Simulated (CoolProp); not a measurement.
Properties of toluene along the isobar 1.01 bar.

Model: reference Helmholtz-energy equation of state, Lemmon 2006, in CoolProp. It is a short technical equation, of lower accuracy than the large ones.

```csv
T (K),phase,density (kg/m³),cp (kJ/(kg K)),speed of sound (m/s),viscosity (µPa s),fugacity coefficient
437.4,gas,2.625,1.670,199.8,10.0,0.9754
451.5,gas,2.536,1.715,203.3,[?],0.9780
465.5,gas,2.454,1.759,[?],10.7,0.9801
479.6,gas,2.377,1.802,210.0,11.0,0.9820
493.6,gas,2.306,1.845,213.2,11.3,0.9837
507.6,gas,2.239,1.886,216.4,11.6,0.9851
521.7,gas,2.175,1.927,219.5,[?],0.9864
535.7,gas,2.116,1.967,222.6,12.3,0.9876
549.8,gas,2.059,2.006,225.6,12.6,0.9886
563.8,gas,2.006,2.043,228.5,12.9,0.9895
577.9,gas,1.956,2.080,231.4,13.2,0.9903
591.9,gas,1.908,2.116,234.3,13.5,0.9910
606,gas,1.863,2.151,[?],[?],0.9917
620,gas,1.819,[?],239.9,14.2,0.9923
```

**Question.** Fill in the missing entries.

**Answer.** 
- 451.5, viscosity (µPa s): 10.4
- 465.5, speed of sound (m/s): 206.7
- 521.7, viscosity (µPa s): 12.0
- 606, speed of sound (m/s): 237.1
- 606, viscosity (µPa s): 13.9
- 620, cp (kJ/(kg K)): 2.185

Viscosity comes from a separate model (Avgeri 2015).
